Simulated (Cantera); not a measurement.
What does this Cantera script print?

```python
import numpy as np
import cantera as ct

gas_names = """
    CL CL2 H HCL H2 N NH NH2 NH3 N2 N2H2 N2H4 Si SiCL SiCL2 SiCL3 SiCL4 SiH SiHCL3 SiH2 SiH2CL2 SiH3
    SiH3CL SiH4 SiN Si2 Si2N Si3
""".split()
cond_names = """
    NH4CL(a) NH4CL(b) Si(cr) Si(L) Si3N4(a)
""".split()


def load(file, names, dense=False):
    # The tables refer to 1 bar. Condensed volumes are neglected.
    table = {s.name: s for s in ct.Species.list_from_file(file)}
    out = []
    for n in names:
        d = dict(table[n].input_data)
        d["thermo"] = dict(d["thermo"], **{"reference-pressure": 1e5})
        if dense:
            d["equation-of-state"] = {"model": "constant-volume", "density": "1e6 g/cm^3"}
        out.append(ct.Species.from_dict(d))
    return out


gas = ct.Solution(thermo="ideal-gas", species=load("nasa_gas.yaml", gas_names))
cond = {s.name: ct.Solution(thermo="fixed-stoichiometry", species=[s], name=s.name)
        for s in load("nasa_condensed.yaml", cond_names, dense=True)}
atoms = {
    'SiH2Cl2': {'Si': 1, 'H': 2, 'CL': 2},
    'N2': {'N': 2},
}
top_T = {'Si3N4(a)': 2400}  # K; cautious upper limits of use, not melting points


def equilibrate(T, P, feed):
    n = {}
    for name, mol in feed.items():
        for a, k in atoms[name].items():
            n[a] = n.get(a, 0.0) + k * mol
    gas.TPX = T, P, n
    mass = sum(n.values()) * gas.mean_molecular_weight
    gas.equilibrate("TP")
    valid = [c for c in cond.values() if c.min_temp <= T <= top_T.get(c.name, c.max_temp)]
    mix = ct.Mixture([(gas, mass / gas.mean_molecular_weight)] + [(c, 0.0) for c in valid])
    mix.T, mix.P = T, P
    mix.equilibrate("TP", solver="vcs", rtol=1e-11, max_steps=5000)
    return mix


results = []
feed = {'SiH2Cl2': 1, 'N2': 19}  # mol
T = 1700  # K
for P in [100, 260, 670, 1700, 4500, 12000, 30000, 77000, 200000]:
    mix = equilibrate(T, P, feed)
    results.append((T, P, feed, dict(zip(mix.species_names, mix.species_moles))))

top = {s: max(r[3][s] / sum(r[3][g] for g in gas_names) for r in results) for s in gas_names}
cols = sorted((s for s in top if top[s] > 1e-06), key=lambda s: -top[s])[:6]
seen = [c for c in cond_names if any(r[3].get(c, 0) > 1e-12 for r in results)]
print("log10 of partial pressures in bar; condensed amounts in mol")
print(f"{'P/Pa':>10s}" + "".join(f"{s[:9]:>10s}" for s in cols + seen))
for T, P, feed, n in results:
    ng = sum(n[g] for g in gas_names)
    print(f"{P:10.4g}" + "".join(f"{np.log10(max(n[s] / ng * P / 1e5, 1e-99)):10.3f}" for s in cols)
          + "".join(f"{n.get(c, 0):10.4g}" for c in seen))
```

Output:

```
log10 of partial pressures in bar; condensed amounts in mol
      P/Pa        N2       HCL        H2     SiCL2     SiCL4     SiCL3     Si(L)  Si3N4(a)
       100    -3.044    -4.706    -4.429    -4.429    -9.307    -7.015    0.1923         0
       260    -2.629    -4.241    -4.021    -4.024    -8.378    -6.348         0   0.07614
       670    -2.218    -3.727    -3.644    -3.650    -7.356    -5.650         0   0.09828
      1700    -1.813    -3.233    -3.280    -3.294    -6.374    -4.981         0    0.1217
      4500    -1.391    -2.728    -2.908    -2.938    -5.381    -4.307         0    0.1482
   1.2e+04    -0.965    -2.234    -2.538    -2.604    -4.428    -3.663         0    0.1759
     3e+04    -0.566    -1.788    -2.192    -2.324    -3.602    -3.110         0    0.2011
   7.7e+04    -0.156    -1.346    -1.824    -2.080    -2.842    -2.608         0    0.2242
     2e+05     0.259    -0.914    -1.433    -1.885    -2.174    -2.176         0    0.2421
```

Cantera equilibrium calculation (NASA polynomials, part measured and part estimated; ideal gas, pure solids and liquids). The tables' values for SiCl3, SiCl, SiN are old estimates; treat these amounts as uncertain.
